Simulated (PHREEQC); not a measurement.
Acid rinse or clean

Dissolve 0.0484 mol HCl, 0.00067 mol CaCl2 and 5.4e-05 mol CuCl2 per kg of water at 25 °C. Closed to the air; pH follows from the charge balance.

The numbers come from PHREEQC with the ion-association model, phreeqc.dat.

| Quantity | Value |
|---|---|
| pH | 1.38 |
| ionic strength | 0.0506 mol/kgw |
| specific conductance | 18100 µS/cm |
| density | 0.998 g/cm³ |
| total alkalinity | -48.4 meq/kg |

```json
[
 {"species": "Cl-", "molality": "0.0498", "activity": "0.0406", "log γ": "-0.090"},
 {"species": "H+", "molality": "0.0484", "activity": "0.0413", "log γ": "-0.069"},
 {"species": "Ca+2", "molality": "0.000670", "activity": "0.000316", "log γ": "-0.327"},
 {"species": "Cu+2", "molality": "5.07e-5", "activity": "2.44e-5", "log γ": "-0.318"},
 {"species": "CuCl+", "molality": "3.26e-6", "activity": "2.66e-6", "log γ": "-0.089"},
 {"species": "CuCl2", "molality": "5.73e-8", "activity": "5.79e-8", "log γ": "0.005"}
]
```

No solid was allowed to form. Species that the database lacks are ignored.
